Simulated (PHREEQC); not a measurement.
# Silver or lead bath: speciation

Consider water at 25 °C with 0.00034 mol Ag2SO4, 0.0002 mol NaNO3 and 0.00082 mol Cu(NO3)2 per kg of water. Closed to the air; pH follows from the charge balance.

Computed with PHREEQC (ion-association model, wateq4f.dat).

This is a speciation only: nothing precipitates in the calculation.

Question: What pH does the model give?

Answer: pH 5.35.

Question: In which forms is S present?

Answer: SO4-2 90 %, CuSO4 8.7 %, AgSO4- 0.9 % of the S.

Saturation is exceeded, for instance for Brochantite; the values hold only as long as no solid forms.
